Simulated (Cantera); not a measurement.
Feed: 1 mol MgO, 0.019 mol C, 0.23 mol H2, equilibrated at 2598.15 K and 5250 Torr.

Cantera equilibrium calculation (NASA polynomials, part measured and part estimated; ideal gas, pure solids and liquids). The tables' values for MgH are old estimates; treat these amounts as uncertain. Equilibrium is a limit: real reactors are often held back by kinetics, nucleation or transport.

| species | before | after |
|---|---|---|
| H2 | 0.817 | 0.965 |
| CO | 0.0693 | 0.0151 |
| Mg | 0.0806 | 0.0146 |
| H2O | 0.0149 | 2.06e-5 |
| H | 0.0130 | 0.000240 |
| C2H2 (acetylene) | 3.46e-9 | 0.000302 |
| OH | 5.47e-5 | <1e-9 |
| C2H4 | <1e-9 | 2.93e-5 |
| MgO | 2.41e-5 | <1e-9 |
| Mg(OH)2 | 2.27e-5 | <1e-9 |
| CH4 | 3.09e-7 | 0.00397 |
| MgO(s), mol | 0.977 | 0.996 |
| C(graphite), mol | 0 | 0.0143 |
Gas species are given as mole fractions.

### Question
What was changed between the two runs?
A) temperature from 2598.15 K to 1750 K
B) pressure from 5250 Torr to 7.50 Torr
C) temperature from 2598.15 K to 1873.15 K
D) 0.046 mol CH4 added

### Answer
C, temperature from 2598.15 K to 1873.15 K
